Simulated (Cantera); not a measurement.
**Reactions in the system C-F-Pb**

Source: NASA polynomial tables (part measured, part estimated), evaluated in Cantera. Values are per mole of reaction as written; species without (g) are pure solids or liquids, kept so even where they would boil at 1 bar.

CF4(g) + Pb(g) → CF2(g) + PbF2

```csv
T (K),ΔH° (kJ),ΔS° (J/K),ΔG° (kJ),log10 K
1323,-66.5,-13.3,-48.9,1.93
1423,-62.4,-10.3,-47.7,1.75
1523,-58.3,-7.5,-46.8,1.61
1623,-54.4,-5.0,-46.2,1.49
1723,-50.5,-2.7,-45.8,1.39
1823,-46.7,-0.6,-45.7,1.31
1923,-43.0,1.4,-45.7,1.24
2023,-39.4,3.2,-45.9,1.19
2123,-35.9,4.9,-46.3,1.14
2223,-32.5,6.5,-46.9,1.10
```

2 CF2(g) + PbF2 → Pb + 2 CF3(g)

```
T (K)  ΔH° (kJ)  ΔS° (J/K)  ΔG° (kJ)  log10 K
-----  --------  ---------  --------  -------
1323       58.9      -49.8     124.8    -4.93
1423       55.5      -52.3     129.9    -4.77
1523       52.2      -54.5     135.2    -4.64
1623       48.8      -56.7     140.8    -4.53
1723       45.5      -58.6     146.6    -4.44
1823       42.3      -60.5     152.5    -4.37
1923       39.0      -62.2     158.6    -4.31
2023       35.8      -63.8     164.9    -4.26
2123       32.6      -65.4     171.4    -4.22
2223       29.4      -66.8     178.0    -4.18
```

Pb(g) + F2(g) → PbF2

| T (K) | ΔH° (kJ) | ΔS° (J/K) | ΔG° (kJ) | log10 K |
|---|---|---|---|---|
| 1323 | -813.5 | -192.6 | -558.7 | 22.06 |
| 1423 | -808.5 | -189.0 | -539.6 | 19.81 |
| 1523 | -803.6 | -185.6 | -520.9 | 17.86 |
| 1623 | -798.7 | -182.5 | -502.5 | 16.17 |
| 1723 | -793.9 | -179.6 | -484.4 | 14.68 |
| 1823 | -789.2 | -177.0 | -466.6 | 13.37 |
| 1923 | -784.6 | -174.5 | -449.0 | 12.20 |
| 2023 | -780.0 | -172.2 | -431.6 | 11.14 |
| 2123 | -775.5 | -170.0 | -414.5 | 10.20 |
| 2223 | -771.1 | -168.0 | -397.6 | 9.34 |
